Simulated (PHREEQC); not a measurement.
**Leach liquor (model solution)**

Solution (25 °C): 0.003 mol HCl, 8.1e-05 mol CuSO4 and 0.00054 mol Fe2(SO4)3 per kg of water. Closed to the air; pH follows from the charge balance.

Computed with PHREEQC (ion-association model, phreeqc.dat).

Each row changes one thing in this solution. Precipitation was switched off in this run.

| case | pH | ionic strength (mol/kgw) | SO4-2 (mol/kgw) | FeSO4+ (mol/kgw) | FeOH+2 (mol/kgw) | HSO4- (mol/kgw) | SI of Goethite (FeOOH) | SI of Hematite (Fe2O3) |
|---|---|---|---|---|---|---|---|---|
| as made | 2.54 | 0.00667 | 0.000875 | 0.000606 | 0.000256 | 0.000190 | +4.53 | +11.07 |
| temperature from 25 to 80 °C | 2.51 | 0.00673 | 0.000763 | 0.000211 | 0.000562 | 0.000710 | +5.26 | +12.74 |
| HCl from 0.003 to 0.015 mol/kgw | 1.89 | 0.0185 | 0.000608 | 0.000533 | 9.93e-5 | 0.000520 | +2.73 | +7.47 |
| CuSO4 from 8.1e-05 to 7.29e-05 mol/kgw | 2.54 | 0.00665 | 0.000870 | 0.000605 | 0.000257 | 0.000189 | +4.53 | +11.07 |
| 0.0029 mol/kgw KNO3 added | 2.54 | 0.00970 | 0.000897 | 0.000580 | 0.000267 | 0.000185 | +4.53 | +11.07 |

Species that the database lacks are ignored. Some of these states are supersaturated (in Hematite (slow to form), Goethite (slow to form), Jarosite-K, for instance). Constants without temperature data keep their 25 °C values here.
